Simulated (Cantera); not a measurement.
## Equilibrium for sublimation and decomposition of ceramics: SiO2 + C + N2

Input: 1 mol SiO2, 0.13 mol C, 0.099 mol N2, held at 0.0133 bar.

Method: chemical equilibrium by Gibbs-energy minimisation in Cantera with the NASA 1993 tables (ideal gas, pure condensed phases). Candidate condensed phases: C, Si, SiC, SiO2, Si2N2O, Si3N4; 56 gas species. Ions and electrons are included (thermal ionisation). The tables' values for SiO2, SiN are old estimates; treat these amounts as uncertain. Kinetics and transport are ignored.

```csv
T (K),log p O,log p SiO,log p Si,log p O2,log p CO,log p N2,log p N
3000,-2.43,-2.16,-6.88,-2.97,-3.09,-3.19,-6.45
3500,-2.28,-2.19,-5.03,-3.94,-3.08,-3.22,-5.26
4000,-2.25,-2.23,-3.56,-4.84,-3.09,-3.24,-4.37
4500,-2.18,-2.48,-2.69,-5.45,-3.16,-3.37,-3.73
5000,-2.12,-3.14,-2.45,-5.94,-3.25,-3.70,-3.33
```
log p: log10 of the partial pressure in bar; nothing condenses.

From 3000 K to 5000 K nothing is condensed. The main Si-bearing gas is SiO at 3000 K and Si at 5000 K.
